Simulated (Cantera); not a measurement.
Feed: 1 mol Si2Cl6, a varied amount of NH3, 22 mol H2, equilibrated at 1173.15 K and 0.100 bar.

These are equilibrium values from Cantera (NASA tables, ideal gas, pure condensed phases), not measurements of a reactor. Candidate condensed phases: NH4Cl, Si, Si3N4; 28 gas species. The feed counts by its element totals alone. Mutual solubility and eutectic melting of coexisting phases are not modelled. Kinetics and transport are ignored.

Question: Which condensed phases are stable at each of these points (n(NH3) (mol)): 0.14, 0.21, 0.31, 0.47, 0.7, 1.1, 1.6, 2.4, 3.6, 5.5?

Answer: 
```json
[
 {"n(NH3) (mol)": "0.14", "condensed phases": "Si(s) + Si3N4(s)", "Si condensed (%)": "31.0"},
 {"n(NH3) (mol)": "0.21", "condensed phases": "Si(s) + Si3N4(s)", "Si condensed (%)": "31.1"},
 {"n(NH3) (mol)": "0.31", "condensed phases": "Si(s) + Si3N4(s)", "Si condensed (%)": "31.1"},
 {"n(NH3) (mol)": "0.47", "condensed phases": "Si(s) + Si3N4(s)", "Si condensed (%)": "31.2"},
 {"n(NH3) (mol)": "0.7", "condensed phases": "Si(s) + Si3N4(s)", "Si condensed (%)": "31.4"},
 {"n(NH3) (mol)": "1.1", "condensed phases": "Si3N4(s)", "Si condensed (%)": "41.2"},
 {"n(NH3) (mol)": "1.6", "condensed phases": "Si3N4(s)", "Si condensed (%)": "60.0"},
 {"n(NH3) (mol)": "2.4", "condensed phases": "Si3N4(s)", "Si condensed (%)": "86.6"},
 {"n(NH3) (mol)": "3.6", "condensed phases": "Si3N4(s)", "Si condensed (%)": "96.1"},
 {"n(NH3) (mol)": "5.5", "condensed phases": "Si3N4(s)", "Si condensed (%)": "98.2"}
]
```

From 0.14 mol NH3 to 0.7 mol NH3 the condensed part is Si(s) + Si3N4(s). From 1.1 mol NH3 to 5.5 mol NH3 the condensed part is Si3N4(s).
